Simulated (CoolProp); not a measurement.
Ethanol along the isotherm 346.85 °C: fugacity coefficient from the reference equation and from simpler models built on Tc = 241.6 °C, pc = 62.68 bar, ω = 0.644; each cubic takes its own stable root.

The numbers come from the reference Helmholtz-energy equation of state, Schroeder 2014 in CoolProp.

```
p (bar)          phase  reference
-------  -------------  ---------
6.72               gas     0.9870
13.4               gas     0.9742
20.1               gas     0.9614
26.9               gas     0.9485
33.6               gas     0.9358
40.3               gas     0.9232
47                 gas     0.9106
53.7               gas     0.8981
60.4               gas     0.8855
67.2     supercritical     0.8728
73.9     supercritical     0.8602
80.6     supercritical     0.8477
87.3     supercritical     0.8351
94       supercritical     0.8225
```

Task: How far does each simpler model (van der Waals, Redlich-Kwong, Soave-Redlich-Kwong, Peng-Robinson) lie from the reference over these 14 states: mean and median of the absolute difference, and the worst?

Result: 
- van der Waals: mean 5.8 %, median 5.7 %, worst -11.4 % at 346.85 °C and 94 bar
- Redlich-Kwong: mean 6.0 %, median 6.0 %, worst -10.9 % at 346.85 °C and 94 bar
- Soave-Redlich-Kwong: mean 1.5 %, median 1.7 %, worst -2.1 % at 346.85 °C and 87.3 bar
- Peng-Robinson: mean 3.7 %, median 4.0 %, worst -6.0 % at 346.85 °C and 94 bar
